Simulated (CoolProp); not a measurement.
A single-stage vapour-compression cycle with trans-2-butene: evaporating at 268.15 K (dew point), condensing at 290.15 K (bubble point), superheat 2 K, subcooling 0 K, compressor efficiency 0.7, no pressure losses. Each further row changes one setting.

Computed with CoolProp (reference Helmholtz-energy equation of state, Lemmon 2005). It is a short technical equation, of lower accuracy than the large ones.

```json
[
 {"case": "as stated", "cooling COP": "7.92", "pressure ratio": "2.24", "discharge temperature (K)": "302.6", "refrigerating effect (kJ/kg)": "364", "volumetric capacity (kJ/m³)": "759"},
 {"case": "evaporating temperature 273.15 K", "cooling COP": "10.6", "pressure ratio": "1.84", "discharge temperature (K)": "299.9", "refrigerating effect (kJ/kg)": "371", "volumetric capacity (kJ/m³)": "928"},
 {"case": "condensing temperature 285.15 K", "cooling COP": "10.4", "pressure ratio": "1.89", "discharge temperature (K)": "295.6", "refrigerating effect (kJ/kg)": "376", "volumetric capacity (kJ/m³)": "783"},
 {"case": "subcooling 5 K", "cooling COP": "8.17", "pressure ratio": "2.24", "discharge temperature (K)": "302.6", "refrigerating effect (kJ/kg)": "376", "volumetric capacity (kJ/m³)": "783"},
 {"case": "superheat 12 K", "cooling COP": "7.93", "pressure ratio": "2.24", "discharge temperature (K)": "312.9", "refrigerating effect (kJ/kg)": "380", "volumetric capacity (kJ/m³)": "759"},
 {"case": "compressor efficiency 0.6", "cooling COP": "6.79", "pressure ratio": "2.24", "discharge temperature (K)": "307.1", "refrigerating effect (kJ/kg)": "364", "volumetric capacity (kJ/m³)": "759"}
]
```
